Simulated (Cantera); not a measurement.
A closed system holds: 1 mol Fe, 0.01 mol HCl, 0.065 mol O2, at 1 atm.

These are equilibrium values from Cantera (NASA tables, ideal gas, pure condensed phases), not measurements of a reactor. Candidate condensed phases: Fe, FeCl2, FeCl3, FeO, Fe(OH)2, Fe(OH)3, Fe2O3, Fe3O4, H2O; 22 gas species. Mutual solubility and eutectic melting of coexisting phases are not modelled. The tables' stoichiometric FeO is somewhat more stable than real wüstite, so its field is too wide. FeO: taken at fixed stoichiometry. Rates play no part.

x: gas mole fraction; n: condensed amount in mol.

```json
[
 {"T (°C)": "727", "x H2": "0.605", "x HCl": "0.262", "x FeCl2": "0.0199", "x H2O": "0.108", "x Fe2Cl4": "0.00459", "x FeCl3": "1.03e-5", "x Cl": "7.07e-10", "n Fe(α)": "0.866", "n FeCl2(l)": "0.00405", "n FeO(s)": "0.129", "n Fe(γ)": "0"},
 {"T (°C)": "752", "x H2": "0.563", "x HCl": "0.293", "x FeCl2": "0.0301", "x H2O": "0.107", "x Fe2Cl4": "0.00690", "x FeCl3": "1.73e-5", "x Cl": "1.56e-9", "n Fe(α)": "0.867", "n FeCl2(l)": "0.00383", "n FeO(s)": "0.129", "n Fe(γ)": "0"},
 {"T (°C)": "777", "x H2": "0.518", "x HCl": "0.323", "x FeCl2": "0.0446", "x H2O": "0.104", "x Fe2Cl4": "0.0101", "x FeCl3": "2.81e-5", "x Cl": "3.30e-9", "n Fe(α)": "0.867", "n FeCl2(l)": "0.00355", "n FeO(s)": "0.129", "n Fe(γ)": "0"},
 {"T (°C)": "802", "x H2": "0.469", "x HCl": "0.352", "x FeCl2": "0.0645", "x H2O": "0.100", "x Fe2Cl4": "0.0145", "x FeCl3": "4.46e-5", "x Cl": "6.77e-9", "n Fe(α)": "0.867", "n FeCl2(l)": "0.00319", "n FeO(s)": "0.129", "n Fe(γ)": "0"},
 {"T (°C)": "827", "x H2": "0.417", "x HCl": "0.377", "x FeCl2": "0.0916", "x H2O": "0.0943", "x Fe2Cl4": "0.0204", "x FeCl3": "6.91e-5", "x Cl": "1.34e-8", "n Fe(α)": "0.867", "n FeCl2(l)": "0.00271", "n FeO(s)": "0.129", "n Fe(γ)": "0"},
 {"T (°C)": "852", "x H2": "0.362", "x HCl": "0.396", "x FeCl2": "0.128", "x H2O": "0.0864", "x Fe2Cl4": "0.0281", "x FeCl3": "0.000105", "x Cl": "2.58e-8", "n Fe(α)": "0.867", "n FeCl2(l)": "0.00204", "n FeO(s)": "0.129", "n Fe(γ)": "0"},
 {"T (°C)": "877", "x H2": "…", "x HCl": "0.407", "x FeCl2": "…", "x H2O": "…", "x Fe2Cl4": "…", "x FeCl3": "…", "x Cl": "…", "n Fe(α)": "0.867", "n FeCl2(l)": "…", "n FeO(s)": "0.129", "n Fe(γ)": "0"},
 {"T (°C)": "902", "x H2": "0.253", "x HCl": "0.406", "x FeCl2": "0.227", "x H2O": "0.0669", "x Fe2Cl4": "0.0464", "x FeCl3": "0.000212", "x Cl": "8.60e-8", "n Fe(α)": "0.868", "n FeCl2(l)": "0", "n FeO(s)": "0.129", "n Fe(γ)": "0"},
 {"T (°C)": "927", "x H2": "0.250", "x HCl": "0.401", "x FeCl2": "0.241", "x H2O": "0.0692", "x Fe2Cl4": "…", "x FeCl3": "0.000217", "x Cl": "…", "n Fe(α)": "0", "n FeCl2(l)": "0", "n FeO(s)": "0.129", "n Fe(γ)": "0.868"},
 {"T (°C)": "952", "x H2": "0.247", "x HCl": "0.395", "x FeCl2": "0.254", "x H2O": "0.0717", "x Fe2Cl4": "0.0322", "x FeCl3": "0.000219", "x Cl": "2.12e-7", "n Fe(α)": "0", "n FeCl2(l)": "0", "n FeO(s)": "0.129", "n Fe(γ)": "0.868"},
 {"T (°C)": "977", "x H2": "0.245", "x HCl": "0.388", "x FeCl2": "0.266", "x H2O": "0.0742", "x Fe2Cl4": "0.0267", "x FeCl3": "0.000219", "x Cl": "3.22e-7", "n Fe(α)": "0", "n FeCl2(l)": "0", "n FeO(s)": "0.129", "n Fe(γ)": "0.868"},
 {"T (°C)": "1002", "x H2": "0.244", "x HCl": "0.381", "x FeCl2": "0.276", "x H2O": "0.0768", "x Fe2Cl4": "0.0221", "x FeCl3": "0.000218", "x Cl": "4.81e-7", "n Fe(α)": "0", "n FeCl2(l)": "0", "n FeO(s)": "0.129", "n Fe(γ)": "0.868"},
 {"T (°C)": "1027", "x H2": "0.242", "x HCl": "0.375", "x FeCl2": "0.285", "x H2O": "0.0794", "x Fe2Cl4": "0.0183", "x FeCl3": "0.000216", "x Cl": "7.06e-7", "n Fe(α)": "0", "n FeCl2(l)": "0", "n FeO(s)": "0.129", "n Fe(γ)": "0.868"}
]
```

Question: Complete the blanks.

Answer: 
- 927, x Fe2Cl4: 0.0388
- 927, x Cl: 1.36e-7
- 877, x H2: 0.303
- 877, x FeCl2: 0.175
- 877, x H2O: 0.0763
- 877, x Fe2Cl4: 0.0379
- 877, x FeCl3: 0.000155
- 877, x Cl: 4.83e-8
- 877, n FeCl2(l): 0.00110
